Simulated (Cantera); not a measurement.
A freely propagating, adiabatic, planar premixed flame of CH4 : CO : O2 : N2 = 1 : 1.2 : 2.6 : 10.1 (molar parts), equivalence ratio 1.0, unburnt at 600 K and 61000 Pa; mixture-averaged transport, grid criteria slope 0.08 and curve 0.16, no radiation.

Detailed kinetics in Cantera: GRI-Mech 3.0 (53 species, 325 reactions). Burning velocities carry a grid error of a few per cent, more on coarse grids.

**Question.** Predict: laminar burning velocity; thermal thickness; peak x(OH); peak x(C2H6); peak x(CH3).

**Answer.** 
```
Quantity                    Result
------------------------  --------
laminar burning velocity  172 cm/s
thermal thickness         0.504 mm
peak x(OH)                  0.0102
peak x(C2H6)              0.000468
peak x(CH3)                0.00188
```
